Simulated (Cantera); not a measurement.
**Ignition delay**

Mixture: 3.01 % C₃H₈, 13.7 % O₂, 83.3 % N₂, equivalence ratio 1.1, at 0.513 atm, adiabatic and at constant volume. Ignition delay is the time to a rise of 400 K.

Computed with Cantera and GRI-Mech 3.0 (53 species, 325 reactions). GRI-Mech 3.0 was tuned for natural gas; its chemistry of propane as a main component is partial and can be far from experiment.

```csv
T0 (K),delay (ms)
1075,187
1125,55.4
1175,17.9
1225,6.43
1275,2.58
1325,1.15
```

```yaml
apparent activation energy between 1225 and 1325 K: 230 kJ/mol
```
